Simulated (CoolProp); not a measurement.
Aqueous lithium chloride as a coolant, 10 % by mass, freezing at -12.2 °C, 1 atm.

Computed with CoolProp (Melinder's fits for secondary coolants).

```json
[
 {"T (°C)": "-4.5", "Prandtl number": "(withheld)", "cp (kJ/(kg K))": "3.625", "density (kg/m³)": "1060", "conductivity (W/(m K))": "0.536"},
 {"T (°C)": "2.4", "Prandtl number": "14.9", "cp (kJ/(kg K))": "3.637", "density (kg/m³)": "1059", "conductivity (W/(m K))": "0.547"},
 {"T (°C)": "9.3", "Prandtl number": "12.0", "cp (kJ/(kg K))": "(withheld)", "density (kg/m³)": "1058", "conductivity (W/(m K))": "0.557"},
 {"T (°C)": "16.3", "Prandtl number": "9.93", "cp (kJ/(kg K))": "3.663", "density (kg/m³)": "1057", "conductivity (W/(m K))": "0.568"},
 {"T (°C)": "23.2", "Prandtl number": "8.35", "cp (kJ/(kg K))": "3.676", "density (kg/m³)": "1055", "conductivity (W/(m K))": "0.578"},
 {"T (°C)": "30.1", "Prandtl number": "(withheld)", "cp (kJ/(kg K))": "(withheld)", "density (kg/m³)": "1053", "conductivity (W/(m K))": "(withheld)"},
 {"T (°C)": "37", "Prandtl number": "6.08", "cp (kJ/(kg K))": "3.703", "density (kg/m³)": "1051", "conductivity (W/(m K))": "0.599"}
]
```

**Question.** Fill in the missing entries.

**Answer.** 
- -4.5, Prandtl number: 18.9
- 9.3, cp (kJ/(kg K)): 3.650
- 30.1, Prandtl number: 7.10
- 30.1, cp (kJ/(kg K)): 3.690
- 30.1, conductivity (W/(m K)): 0.589
